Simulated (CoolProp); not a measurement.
Water at 298.15 K and 2.89 MPa is throttled through a valve to 1.74 MPa with no heat exchange. Each further row changes one setting.

Computed with CoolProp (reference Helmholtz-energy equation of state, Wagner 2002).

```json
[
 {"case": "as stated", "temperature change (K)": "+0.3", "final density (kg/m³)": "998"},
 {"case": "outlet pressure 0.522 MPa", "temperature change (K)": "…", "final density (kg/m³)": "…"},
 {"case": "outlet pressure 2.26 MPa", "temperature change (K)": "…", "final density (kg/m³)": "998"}
]
```

Q: Fill in the missing entries.

A: 
- outlet pressure 0.522 MPa, temperature change (K): +0.5
- outlet pressure 0.522 MPa, final density (kg/m³): 997
- outlet pressure 2.26 MPa, temperature change (K): +0.1
